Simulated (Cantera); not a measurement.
Cantera with NASA thermochemical tables; ideal gases at 1 bar, condensed phases pure. Values are per mole of reaction as written; species without (g) are pure solids or liquids, kept so even where they would boil at 1 bar.

3 H₂O₂(g) + 3 V₂O₃ + 2 N(g) ⇌ 3 V₂O₅ + 2 NH₃(g)

```csv
T (K),ΔH° (kJ),ΔS° (J/K),ΔG° (kJ),log10 K,condensed phases
498,-1624.8,-530.6,-1360.5,142.70,"V₂O₃(s), V₂O₅(s)"
548,-1624.4,-529.9,-1334.0,127.16,"V₂O₃(s), V₂O₅(s)"
598,-1623.9,-529.0,-1307.5,114.21,"V₂O₃(s), V₂O₅(s)"
648,?,?,?,?,"V₂O₃(s), V₂O₅(s)"
698,-1622.5,-526.9,-1254.8,93.90,"V₂O₃(s), V₂O₅(s)"
748,-1621.7,-525.8,-1228.4,85.78,"V₂O₃(s), V₂O₅(s)"
798,?,?,?,?,"V₂O₃(s), V₂O₅(s)"
848,-1619.9,-523.4,-1176.0,72.44,"V₂O₃(s), V₂O₅(s)"
898,-1618.8,-522.3,-1149.8,66.88,"V₂O₃(s), V₂O₅(s)"
948,-1424.1,-315.7,-1124.8,61.97,"V₂O₃(s), V₂O₅(l)"
```

Question: Fill in the missing entries.

Answer: 
- 648, ΔH° (kJ): -1623.2
- 648, ΔS° (J/K): -528.0
- 648, ΔG° (kJ): -1281.1
- 648, log10 K: 103.27
- 798, ΔH° (kJ): -1620.8
- 798, ΔS° (J/K): -524.6
- 798, ΔG° (kJ): -1202.2
- 798, log10 K: 78.69
